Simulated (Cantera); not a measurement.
Charge: 1 mol SiF₄, 1 mol O₃, 0.11 mol H₂, held at 71.0 mbar.

These are equilibrium values from Cantera (NASA tables, ideal gas, pure condensed phases), not measurements of a reactor. Candidate condensed phases: H₂O, Si, SiO₂; 38 gas species. The numbers say what is thermodynamically allowed, not how fast it happens.

Q: At 750 °C, list the 4 most abundant gas species with their mole fractions, and the condensed phases.

A: O₂ 0.555, SiF₄ 0.365, HF 0.0753, H₂O 0.00461. Condensed: SiO₂(β-quartz).
